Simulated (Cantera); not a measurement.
A perfectly stirred reactor is fed with CH4 : O2 : N2 = 1 : 4.55 : 30.5 (molar parts), at 3.40 bar; it is adiabatic with a 450 K inlet, and is followed from long to short residence time, starting on the burning branch (τ in s: 0.14, 0.056, 0.022, 0.009, 0.0036, 0.0014, 0.00058, 0.00023, 9.3e-05, 3.7e-05).

Cantera simulation using GRI-Mech 3.0 (53 species, 325 reactions); the numbers are that mechanism's predictions, not measurements.

**Question.** What does this change do: inlet temperature 450 to 675 K?

**Answer.** 
```tsv
quantity	before	after
state	not burning at any residence time tried	not reached
x(CH4) at τ = 0.140 s	0.0277	8.34e-5
x(O2) at τ = 0.140 s	0.126	0.0712
x(CH2CO) at τ = 0.140 s	<1e-12	5.75e-7
x(OH) at τ = 0.140 s	<1e-12	2.57e-5
x(H) at τ = 0.140 s	<1e-12	3.81e-7
x(CH4) at τ = 1.40 ms	0.0277	0.0277
x(O2) at τ = 1.40 ms	0.126	0.126
x(CH2CO) at τ = 1.40 ms	<1e-12	<1e-12
x(OH) at τ = 1.40 ms	<1e-12	<1e-12
x(H) at τ = 1.40 ms	<1e-12	<1e-12
blow-out, bracketed by the residence times tried	not reached	burning at 22.0 ms, out at 9.00 ms
```
